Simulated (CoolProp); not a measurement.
The numbers come from the reference Helmholtz-energy equation of state, Zhou 2012 in CoolProp.

Task: For ethylbenzene, give the phase and the cp (kJ/(kg K)), cv (kJ/(kg K)), speed of sound (m/s), expansivity (1/kK) at -42.55 °C and 0.101 MPa; 45.85 °C and 0.101 MPa.

Result: 
- -42.55 °C and 0.101 MPa: liquid; cp 1.56, cv 1.16, speed of sound 1620, expansivity 0.953
- 45.85 °C and 0.101 MPa: liquid; cp 1.81, cv 1.40, speed of sound 1230, expansivity 1.05
